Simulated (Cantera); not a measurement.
H2O + SO2 (abatement and gas-phase synthesis)

A closed system holds: 1 mol H2O, a varied amount of SO2, held at 2623 K and 12.8 Torr.

Cantera equilibrium calculation (NASA polynomials, part measured and part estimated; ideal gas, pure solids and liquids). Candidate condensed phases: H2O, H2SO4, S; 19 gas species. The numbers say what is thermodynamically allowed, not how fast it happens.

```tsv
n(SO2) (mol)	x H2O	x SO2	x H2	x H	x SO	x OH	x O2	x O
0.1	0.456	0.0519	0.144	0.123	0.0172	0.0919	0.0648	0.0504
0.17	0.428	0.0834	0.135	0.119	0.0275	0.0893	0.0655	0.0507
0.25	0.400	0.115	0.125	0.114	0.0377	0.0866	0.0663	0.0510
0.32	0.379	0.140	0.118	0.111	0.0457	0.0844	0.0670	0.0513
0.39	0.359	0.163	0.111	0.108	0.0529	0.0824	0.0675	0.0515
0.47	0.339	0.186	0.105	0.104	0.0602	0.0803	0.0681	0.0517
0.54	0.323	0.205	0.0993	0.102	0.0660	0.0785	0.0686	0.0519
0.61	0.309	0.222	0.0946	0.0993	0.0713	0.0768	0.0690	0.0520
0.68	0.295	0.238	0.0902	0.0970	0.0761	0.0752	0.0694	0.0522
0.76	0.281	0.255	0.0857	0.0945	0.0812	0.0736	0.0698	0.0523
0.83	0.270	0.268	0.0820	0.0925	0.0853	0.0722	0.0702	0.0525
0.9	0.260	0.281	0.0787	0.0906	0.0891	0.0708	0.0705	0.0526
0.98	0.249	0.294	0.0752	0.0886	0.0930	0.0694	0.0708	0.0527
```
x: gas mole fraction; nothing condenses.

From 0.1 mol SO2 to 0.98 mol SO2 nothing is condensed.
